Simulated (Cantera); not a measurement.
Mixture: CH4 : O2 : N2 = 1 : 3.92 : 14.7 (molar parts), equivalence ratio 0.51, at 17300 Torr, adiabatic and at constant pressure. Ignition delay is the time to a rise of 400 K.

Model: GRI-Mech 3.0 (53 species, 325 reactions), integrated in Cantera. The pressure lies above the range GRI-Mech 3.0 was tuned for (to about 10 atm).

Problem. What does this change do: pressure from 17300 Torr to 760 Torr?

Solution. 
```tsv
quantity	before	after
delay at 1000 K	32.1 ms	0.776 s
delay at 1050 K	13.3 ms	0.327 s
delay at 1100 K	6.03 ms	0.144 s
delay at 1150 K	2.95 ms	66.3 ms
delay at 1200 K	1.54 ms	31.7 ms
delay at 1250 K	0.849 ms	15.8 ms
apparent activation energy between 1150 and 1250 K	150 kJ/mol	170 kJ/mol
```
